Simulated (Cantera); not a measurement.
What does this Cantera script print?

```python
import numpy as np
import cantera as ct

gas = ct.Solution("gri30.yaml")
gas.TPX = 1023, 72, {'C3H8': 1, 'H2': 0.23}
reactor = ct.IdealGasConstPressureReactor(gas, energy="off", clone=False)
net = ct.ReactorNet([reactor])
net.rtol, net.atol = 1e-08, 1e-18
show = ['C3H8', 'H2', 'C2H4', 'C2H2', 'C2H']
times = np.geomspace(3e-06, 2, 14)

steps = ct.SolutionArray(gas, extra=["t"])
rows = []
print(f"{'t/s':>10s}{'T/K':>9s}{'P/Pa':>11s}" + "".join(f"{s:>11s}" for s in show))
for t in times:
    while net.time < t:
        t_next = net.step()
        steps.append(gas.state, t=t_next)
    rows.append([np.interp(t, steps.t, y) for y in (steps.T, steps.P, *steps(*show).X.T)])
    print(f"{t:10.3e}{rows[-1][0]:9.1f}{rows[-1][1]:11.4g}" + "".join(f"{x:11.3e}" for x in rows[-1][2:]))
rate = np.gradient(steps.T, steps.t)
print("integrator steps:", len(steps.t))
if steps.T.max() > steps.T[0] + 200:
    print(f"time of steepest temperature rise: {steps.t[rate.argmax()]:.4e} s")
gas.TPX = 1023, 72, {'C3H8': 1, 'H2': 0.23}
gas.equilibrate("TP")
print(f"equilibrium (TP): T = {gas.T:.1f} K  " + "  ".join(f"{s} {gas[s].X[0]:.3e}" for s in show))
```

Result:

```
       t/s      T/K       P/Pa       C3H8         H2       C2H4       C2H2        C2H
 3.000e-06   1023.0         72  8.130e-01  1.870e-01  1.370e-13  1.326e-25  4.608e-44
 8.416e-06   1023.0         72  8.130e-01  1.870e-01  1.084e-12  2.900e-24  1.886e-41
 2.361e-05   1023.0         72  8.130e-01  1.870e-01  8.763e-12  6.471e-23  7.985e-39
 6.624e-05   1023.0         72  8.130e-01  1.870e-01  7.644e-11  1.539e-21  3.151e-36
 1.858e-04   1023.0         72  8.130e-01  1.870e-01  7.955e-10  4.239e-20  9.860e-34
 5.213e-04   1023.0         72  8.130e-01  1.870e-01  9.433e-09  1.416e-18  2.119e-31
 1.462e-03   1023.0         72  8.130e-01  1.870e-01  9.698e-08  5.168e-17  3.101e-29
 4.103e-03   1023.0         72  8.130e-01  1.870e-01  8.461e-07  3.017e-15  5.738e-27
 1.151e-02   1023.0         72  8.130e-01  1.870e-01  6.822e-06  3.470e-13  1.917e-24
 3.229e-02   1023.0         72  8.129e-01  1.870e-01  5.236e-05  4.349e-11  6.514e-22
 9.058e-02   1023.0         72  8.122e-01  1.870e-01  3.845e-04  4.317e-09  1.668e-19
 2.541e-01   1023.0         72  8.080e-01  1.867e-01  2.634e-03  2.838e-07  2.551e-17
 7.129e-01   1023.0         72  7.878e-01  1.851e-01  1.371e-02  8.700e-06  1.184e-15
 2.000e+00   1023.0         72  7.280e-01  1.804e-01  4.661e-02  1.066e-04  1.582e-14
integrator steps: 413
equilibrium (TP): T = 1023.0 K  C3H8 6.341e-09  H2 4.618e-01  C2H4 3.130e-02  C2H2 3.051e-01  C2H 1.638e-12
```

Detailed kinetics in Cantera: GRI-Mech 3.0 (53 species, 325 reactions). GRI-Mech 3.0 was tuned for natural gas; its chemistry of propane as a main component is partial and can be far from experiment. GRI-Mech 3.0 stops at C3 and has no aromatics, soot or wall deposition, so with more carbon than oxygen in the feed, carbon stays in small species such as C2H2 where larger ones or solid carbon would form. Radical loss at walls, strong at low pressure, is not modelled.
